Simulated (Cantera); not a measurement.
Input: 1 mol TEOS, 4.8 mol O3, at 1448.15 K and 7.50 Torr.

Cantera equilibrium calculation (NASA polynomials, part measured and part estimated; ideal gas, pure solids and liquids). Candidate condensed phases: C, C6H6, C7H8, C8H18, H2O, Si, SiC, SiO2; 123 gas species. The feed counts by its element totals alone. The tables hold silica as quartz up to 1696 K and as liquid above; real silica turns to tridymite and cristobalite and melts near 1996 K. Rates play no part.

Base state: H2O 0.311, CO 0.289, H2 0.244, CO2 0.155, H 4.56e-5 (mole fractions); condensed: SiO2(β-quartz).

Task: What changes in the equilibrium state with this change: temperature from 1448.15 K to 825 K?

Result: 
```json
[
 {"species": "H2", "before": "0.244", "after": "0.372"},
 {"species": "CO2", "before": "0.155", "after": "0.283"},
 {"species": "H2O", "before": "0.311", "after": "0.183"},
 {"species": "CO", "before": "0.289", "after": "0.161"},
 {"species": "CH4", "before": "<1e-9", "after": "5.17e-5"},
 {"species": "H", "before": "4.56e-5", "after": "<1e-9"},
 {"species": "SiO2(β-quartz), mol", "before": "1.000", "after": "0"},
 {"species": "SiO2(α-quartz), mol", "before": "0", "after": "1.00"}
]
```
